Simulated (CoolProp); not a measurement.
Vapour-liquid equilibrium of R134a (1) + R142b (2) at 0.0147 MPa; x and y are mole fractions of (1).

Model: multi-fluid Helmholtz-energy mixture model, Tillner-Roth 1994 and Lemmon 2006; pair parameters Bell 2016, in CoolProp.

| x | bubble temperature, mixture model (°C) | bubble temperature, Raoult's law (°C) | y, mixture model | y, Raoult's law |
|---|---|---|---|---|
| 0.05 | -49.9 | -49.5 | 0.125 | 0.103 |
| 0.15 | -52.3 | -51.3 | 0.319 | 0.279 |
| 0.25 | -54.2 | -52.9 | 0.460 | 0.423 |
| 0.35 | -55.7 | -54.3 | 0.569 | 0.543 |
| 0.45 | -57.0 | -55.6 | 0.656 | 0.644 |
| 0.55 | -58.0 | -56.8 | 0.729 | 0.730 |
| 0.65 | -58.9 | -57.9 | 0.792 | 0.805 |
| 0.75 | -59.7 | -58.9 | 0.851 | 0.870 |
| 0.85 | -60.3 | -59.9 | 0.908 | 0.927 |
| 0.95 | -60.9 | -60.8 | 0.968 | 0.977 |

The largest gap from Raoult's law is -1.4 K in bubble temperature, at x = 0.35. No azeotrope shows between x = 0.05 and 0.95.

The pair parameters rest on a limited set of measurements; away from them the model extrapolates.
